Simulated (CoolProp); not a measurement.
Vapour-liquid equilibrium of dimethyl ether (1) + n-pentane (2) at 0.362 bar; x and y are mole fractions of (1).

Model: multi-fluid Helmholtz-energy mixture model, Wu 2011 and Thol 2019; pair parameters Bell 2016, in CoolProp.

```
x      bubble temperature (K)  y at the bubble point  dew temperature at overall composition x (K)  liquid density (mol/L)
-----  ----------------------  ---------------------  --------------------------------------------  ----------------------
0.05                    275.7                  0.278                                         281.1                   9.120
0.125                   265.1                  0.600                                         279.4                   9.593
0.2                     255.3                  0.785                                         277.7                   10.08
0.275                   247.4                  0.878                                         275.8                   10.57
0.35                    241.5                  0.925                                         273.8                   11.06
0.425                   237.3                  0.949                                         271.5                   11.56
0.5                     234.5                  0.963                                         269.0                   12.07
0.575                   232.5                  0.971                                         266.2                   12.61
0.65                    231.2                  0.976                                         262.9                   13.17
0.725                   230.3                  0.980                                         259.0                   13.78
0.8                     229.5                  0.983                                         254.2                   14.44
0.875                   228.7                  0.987                                         247.7                   15.17
0.95                    227.8                  0.994                                         237.2                   15.98
```

No azeotrope shows between x = 0.05 and 0.95.

The pair parameters rest on a limited set of measurements; away from them the model extrapolates. The gap from Raoult's law changes sign with composition, which may be real or a fault of the pair parameters; it wasn't checked against measurements.
